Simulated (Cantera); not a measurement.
# Hydrocarbon pyrolysis for carbon deposition

A perfectly stirred reactor is fed with 22.2 % C3H8, 77.8 % H2, at 2000 Pa; it is held at 1900 K, and followed from long to short residence time.

Computed with Cantera and GRI-Mech 3.0 (53 species, 325 reactions). GRI-Mech 3.0 was tuned for natural gas; its chemistry of propane as a main component is partial and can be far from experiment. GRI-Mech 3.0 stops at C3 and has no aromatics, soot or wall deposition, so with more carbon than oxygen in the feed, carbon stays in small species such as C2H2 where larger ones or solid carbon would form. Radical loss at walls, strong at low pressure, is not modelled.

```json
[
 {"τ (s)": "13", "x C3H8": "2.72e-7", "x H2": "0.794", "x C2H": "1.58e-5", "x C2H4": "4.35e-5", "x C2H2": "0.199", "x C2H6": "7.28e-8", "x CH3": "0.000287"},
 {"τ (s)": "3.5", "x C3H8": "1.05e-6", "x H2": "0.792", "x C2H": "1.50e-5", "x C2H4": "5.83e-5", "x C2H2": "0.198", "x C2H6": "2.90e-7", "x CH3": "0.000560"},
 {"τ (s)": "0.97", "x C3H8": "3.97e-6", "x H2": "0.789", "x C2H": "1.40e-5", "x C2H4": "0.000113", "x C2H2": "0.196", "x C2H6": "1.14e-6", "x CH3": "0.00108"},
 {"τ (s)": "0.27", "x C3H8": "1.48e-5", "x H2": "0.781", "x C2H": "1.33e-5", "x C2H4": "0.000310", "x C2H2": "0.193", "x C2H6": "4.30e-6", "x CH3": "0.00206"},
 {"τ (s)": "0.074", "x C3H8": "5.43e-5", "x H2": "0.769", "x C2H": "1.32e-5", "x C2H4": "0.000978", "x C2H2": "0.186", "x C2H6": "1.53e-5", "x CH3": "0.00390"},
 {"τ (s)": "0.020", "x C3H8": "0.000198", "x H2": "0.748", "x C2H": "1.35e-5", "x C2H4": "0.00309", "x C2H2": "0.176", "x C2H6": "5.00e-5", "x CH3": "0.00726"},
 {"τ (s)": "0.0057", "x C3H8": "0.000677", "x H2": "0.722", "x C2H": "1.38e-5", "x C2H4": "0.00875", "x C2H2": "0.159", "x C2H6": "0.000142", "x CH3": "0.0126"}
]
```
x: mole fraction; the columns are a selection and need not sum to one.
